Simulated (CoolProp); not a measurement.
Computed with CoolProp (reference Helmholtz-energy equation of state, Platzer 1990). This equation is an older, rougher fit; its heat capacities, sound speeds and derivatives of the liquid may be far off and weren't checked against measurements.

Give the vapour pressure (MPa), liquid density (kg/m³), enthalpy of vaporisation (kJ/kg) of saturated c-C4F8 (RC318) at 298.2, 302.1, 325.6 K.


| T (K) | p (MPa) | liquid density (kg/m³) | enthalpy of vaporisation (kJ/kg) |
|---|---|---|---|
| 298.2 | 0.313 | 1500 | 104 |
| 302.1 | 0.354 | 1480 | 102 |
| 325.6 | 0.692 | 1380 | 90.5 |
